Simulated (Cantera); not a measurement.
Input: 1 mol n-butane, 21 mol H2, 7.6 mol N2, at 42.0 Pa.

Method: chemical equilibrium by Gibbs-energy minimisation in Cantera with the NASA 1993 tables (ideal gas, pure condensed phases). Candidate condensed phases: C, C6H6, C7H8, C8H18; 92 gas species. Rates play no part.

### Question
Which condensed phases are stable at each of these points (T (°C)): 2202, 2252, 2302, 2352, 2402, 2452, 2502, 2552, 2602, 2652?

### Answer
| T (°C) | condensed phases | C condensed (%) |
|---|---|---|
| 2202 | C(graphite) | 70.4 |
| 2252 | C(graphite) | 63.9 |
| 2302 | C(graphite) | 52.5 |
| 2352 | C(graphite) | 31.2 |
| 2402 | gas only | 0.0 |
| 2452 | gas only | 0.0 |
| 2502 | gas only | 0.0 |
| 2552 | gas only | 0.0 |
| 2602 | gas only | 0.0 |
| 2652 | gas only | 0.0 |

From 2202 °C to 2352 °C the condensed part is C(graphite). From 2402 °C to 2652 °C nothing is condensed.
